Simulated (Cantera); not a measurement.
Premixed flame

A freely propagating, adiabatic, planar premixed flame of CO : H2 : CH4 : O2 : N2 = 1 : 0.9 : 0.51 : 1.64 : 6.17 (molar parts), unburnt at 623 K and 10000 Pa; mixture-averaged transport, grid criteria slope 0.08 and curve 0.16, no radiation.

Computed with Cantera and GRI-Mech 3.0 (53 species, 325 reactions). Burning velocities carry a grid error of a few per cent, more on coarse grids.

```
z (mm)  T (K)  u (m/s)    x CO    x H2     x CH4    x CH2O    x HCN      x OH
------  -----  -------  ------  ------  --------  --------  -------  --------
-7.56     623     4.01  0.0978  0.0881    0.0499     <1e-8    <1e-8     <1e-8
-5.04     623     4.01  0.0979  0.0880    0.0499   2.19e-7    <1e-8   3.45e-7
-3.78     625     4.02  0.0978  0.0877    0.0499   2.30e-6    <1e-8   4.90e-6
-2.52     640     4.11  0.0977  0.0864    0.0498   1.30e-5    <1e-8   3.79e-5
-1.26     760     4.88  0.0981  0.0812    0.0472   6.85e-5    <1e-8  0.000160
-0.630   1022     6.60   0.104  0.0749    0.0350  0.000356  4.00e-8  0.000668
0        1429     9.32   0.118  0.0613    0.0103  0.000530  2.53e-7   0.00361
0.630    1614     10.6   0.116  0.0417  0.000896   9.22e-5  3.34e-7   0.00757
1.26     1657     10.8   0.105  0.0315   3.97e-5   4.73e-6  1.82e-7   0.00928
2.52     1693     11.0  0.0883  0.0290   9.11e-8   1.16e-8  3.81e-8    0.0102
5.04     1732     11.2  0.0749  0.0310     <1e-8     <1e-8    <1e-8    0.0107
10.1     1777     11.4  0.0714  0.0317     <1e-8     <1e-8    <1e-8    0.0112
20.2     1840     11.8  0.0719  0.0313     <1e-8     <1e-8    <1e-8    0.0118
```
x: mole fraction of selected species; z is measured from the peak of heat release.

```yaml
laminar_burning_velocity: 401 cm/s
thermal_thickness: 2.52 mm
peak x(CH2O): 0.000595
peak x(HCN): 3.57e-7
peak x(OH): 0.0127
grid_points: 190
```
